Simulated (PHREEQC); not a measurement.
Synthetic water in mg/kgw, 25 °C, pH 1.99, pe 12.8: Na 6.24; K 17.2; Ca 93.9; Mg 21.7; Cl 41.7; S(6) as SO4 1270; N(5) as NO3 2.76; Zn 3.2.

Valence states are taken as typed.

All values are PHREEQC results (ion-association model, phreeqc.dat), not measurements.

Each row changes one thing in this solution. Precipitation was switched off in this run.

| case | ionic strength (mol/kgw) | SO4-2 (mol/kgw) | HSO4- (mol/kgw) | Ca+2 (mol/kgw) | CaSO4 (mol/kgw) | Mg+2 (mol/kgw) | SI of Gypsum (CaSO4:2H2O) | SI of Halite (NaCl) |
|---|---|---|---|---|---|---|---|---|
| as made | 0.0287 | 0.00751 | 0.00469 | 0.00166 | 0.000637 | 0.000589 | -0.86 | -8.21 |
| N(5) from 2.76 to 8.28 mg/kgw | 0.0288 | 0.00751 | 0.00469 | 0.00166 | 0.000636 | 0.000589 | -0.86 | -8.21 |
| temperature from 25 to 55 °C at the same typed pH | 0.0254 | 0.00532 | 0.00685 | 0.00170 | 0.000565 | 0.000516 | -0.95 | -8.24 |
| all concentrations times 3 at the same typed pH | 0.0721 | 0.0231 | 0.0119 | … | 0.00284 | 0.00136 | -0.21 | … |

Problem. Complete the blanks.

Solution. 
- all concentrations times 3 at the same typed pH, Ca+2 (mol/kgw): 0.00396
- all concentrations times 3 at the same typed pH, SI of Halite (NaCl): -7.33

Species that the database lacks are ignored. Away from 25 °C the constants follow the database's enthalpies or fits; those with neither stay at their 25 °C values.
